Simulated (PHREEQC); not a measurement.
Solution (25 °C): 11 mmol/kgw HCl, 0.06 mmol/kgw FeSO4 and 2.1 mmol/kgw MnSO4. Closed to the air; pH follows from the charge balance.

Equilibrium calculation in PHREEQC: ion-association model, phreeqc.dat.

Precipitation was switched off in this run.

Problem. Estimate the pH, specific conductance.

Solution. pH 2.04; specific conductance 4410 µS/cm.

Problem. In which forms is Fe present?

Solution. Fe+2 91 %, FeSO4 7.4 %, FeCl+ 0.8 %, FeHSO4+ 0.5 % of the Fe.
